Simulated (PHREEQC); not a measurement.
# Metal-bearing waste water (model solution)

A solution holds 0.0027 mol ZnSO4, 0.0004 mol ZnCl2, 0.00029 mol NaHCO3 and 0.087 mol Na2SO4 per kg of water, at 80 °C. Closed to the air; pH follows from the charge balance.

All values are PHREEQC results (ion-association model, wateq4f.dat), not measurements.

This is a speciation only: nothing precipitates in the calculation.

Q: Predict the pH.

A: pH 6.65.

Q: In which forms is S present?

A: SO4-2 77 %, NaSO4- 20 %, ZnSO4 1.6 %, Zn(SO4)2-2 1.3 % of the S.

Examples of supersaturated solids here: Zincite(c) (slow to form). Others may be too. Species that the database lacks are ignored. Constants without temperature data keep their 25 °C values here.
